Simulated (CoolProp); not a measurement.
A single-stage vapour-compression cycle with ethanol: evaporating at 306.15 K (dew point), condensing at 336.15 K (bubble point), superheat 0 K, subcooling 8 K, compressor efficiency 0.6, no pressure losses. Each further row changes one setting.

The numbers come from the reference Helmholtz-energy equation of state, Schroeder 2014 in CoolProp.

```tsv
case	cooling COP	pressure ratio	discharge temperature (K)	refrigerating effect (kJ/kg)	volumetric capacity (kJ/m³)
as stated	5.85	4.32	398.1	855	192
evaporating temperature 311.15 K	7.23	3.31	386.8	861	249
condensing temperature 331.15 K	7.10	3.46	384.2	868	195
subcooling 13 K	5.94	4.32	398.1	868	195
superheat 10 K	5.77	4.32	408.9	869	189
compressor efficiency 0.5	4.88	4.32	414.2	855	192
```
